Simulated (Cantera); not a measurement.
What does this Cantera script print?

```python
import numpy as np
import cantera as ct

surf = ct.Interface("ptcombust.yaml", "Pt_surf")
gas = surf.adjacent["gas"]
gas.TPX = 650, 400000, {'H2': 0.0044, 'O2': 0.04, 'N2': 0.79}
surf.TP = 650, 400000
reactor = ct.FlowReactor(gas, clone=False)
reactor.area = 0.0001  # m2
reactor.surface_area_to_volume_ratio = 100  # 1/m
reactor.mass_flow_rate = 0.32 * reactor.area * gas.density  # inlet velocity 0.32 m/s
reactor.energy_enabled = False
wall = ct.ReactorSurface(surf, reactor, clone=False)
net = ct.ReactorNet([reactor])
net.rtol, net.atol = 1e-8, 1e-16
show, cover = ['H2', 'O2', 'H2O'], ['PT(S)', 'H(S)', 'O(S)', 'OH(S)', 'CO(S)', 'C(S)']

rows = []
print(f"{'z/m':>9s}{'u/(m/s)':>9s}" + "".join(f"{s:>13s}" for s in show + cover))
for z in [5.4e-05, 9e-05, 0.00015, 0.00025, 0.00042, 0.0007, 0.0012, 0.0019, 0.0033, 0.0054]:
    net.advance(z)
    rows.append([reactor.speed, *gas[show].X, *surf[cover].coverages])
    print(f"{z:9.4g}{rows[-1][0]:9.3g}" + "".join(f"{x:13.4e}" for x in rows[-1][1:]))
```

It prints:

```
      z/m  u/(m/s)           H2           O2          H2O        PT(S)         H(S)         O(S)        OH(S)        CO(S)         C(S)
  5.4e-05     0.32   4.8017e-03   4.7714e-02   4.7278e-04   1.7309e-01   1.5883e-07   8.1625e-01   1.0648e-02   7.0767e-25   4.1905e-28
    9e-05     0.32   4.5305e-03   4.7584e-02   7.4468e-04   1.6376e-01   1.4112e-07   8.2551e-01   1.0709e-02   2.2128e-24   9.5426e-28
  0.00015     0.32   4.1395e-03   4.7397e-02   1.1368e-03   1.5021e-01   1.1757e-07   8.3903e-01   1.0740e-02  -1.9455e-25  -7.6979e-29
  0.00025     0.32   3.6165e-03   4.7148e-02   1.6611e-03   1.3193e-01   8.9686e-08   8.5738e-01   1.0668e-02  -1.3855e-25   3.8985e-29
  0.00042     0.32   2.9736e-03   4.6841e-02   2.3057e-03   1.0919e-01   6.0848e-08   8.8040e-01   1.0379e-02   1.2753e-25  -7.0409e-31
   0.0007     0.32   2.2962e-03   4.6518e-02   2.9849e-03   8.4913e-02   3.6705e-08   9.0529e-01   9.7781e-03  -3.1367e-25  -7.0403e-29
   0.0012    0.319   1.6285e-03   4.6199e-02   3.6544e-03   6.0656e-02   1.8944e-08   9.3054e-01   8.7867e-03   2.6667e-26   4.1288e-30
   0.0019    0.319   1.1551e-03   4.5973e-02   4.1291e-03   4.3264e-02   9.8815e-09   9.4899e-01   7.7353e-03  -4.7564e-25  -1.9841e-28
   0.0033    0.319   7.2859e-04   4.5770e-02   4.5567e-03   2.7480e-02   4.1921e-09   9.6612e-01   6.3921e-03  -1.5803e-24  -1.0491e-27
   0.0054    0.319   4.6753e-04   4.5645e-02   4.8184e-03   1.7798e-02   1.8711e-09   9.7694e-01   5.2571e-03   2.4911e-27   2.9548e-29
```

Model: Deutschmann's 1995 Pt surface mechanism with GRI-Mech 3.0 gas chemistry, integrated in Cantera. Catalytic surfaces can have several steady states; this one follows from the mechanism file's or the stated starting coverage. Mass transfer to the wall is taken as infinitely fast.
